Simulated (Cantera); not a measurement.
A perfectly stirred reactor is fed with H2 : O2 : N2 = 1 : 1.16 : 4.37 (molar parts), equivalence ratio 0.43, at 7500 Torr; it is adiabatic with a 373 K inlet, and is followed from long to short residence time, starting on the burning branch (τ in s: 0.074, 0.027, 0.01, 0.0037, 0.0014, 0.0005, 0.00018, 6.8e-05, 2.5e-05).

Detailed kinetics in Cantera: the H2/O2 subset of GRI-Mech 3.0, which has no nitrogen chemistry. The hydrogen kinetics of GRI-Mech 3.0 are dated; newer H2 mechanisms differ, most at raised pressure.

Predict: blow-out, bracketed by the residence times tried; x(H2) at τ = 74.0 ms; x(O2) at τ = 74.0 ms; x(O) at τ = 74.0 ms; x(H) at τ = 74.0 ms; x(OH) at τ = 74.0 ms; x(H2) at τ = 1.40 ms; x(O2) at τ = 1.40 ms; x(O) at τ = 1.40 ms; x(H) at τ = 1.40 ms; x(OH) at τ = 1.40 ms.


| Item | Value |
|---|---|
| blow-out, bracketed by the residence times tried | burning at 0.180 ms, out at 68.0 µs |
| x(H2) at τ = 74.0 ms | 4.93e-5 |
| x(O2) at τ = 74.0 ms | 0.109 |
| x(O) at τ = 74.0 ms | 4.03e-6 |
| x(H) at τ = 74.0 ms | 2.45e-7 |
| x(OH) at τ = 74.0 ms | 0.000152 |
| x(H2) at τ = 1.40 ms | 0.00102 |
| x(O2) at τ = 1.40 ms | 0.110 |
| x(O) at τ = 1.40 ms | 4.71e-5 |
| x(H) at τ = 1.40 ms | 1.06e-5 |
| x(OH) at τ = 1.40 ms | 0.000360 |
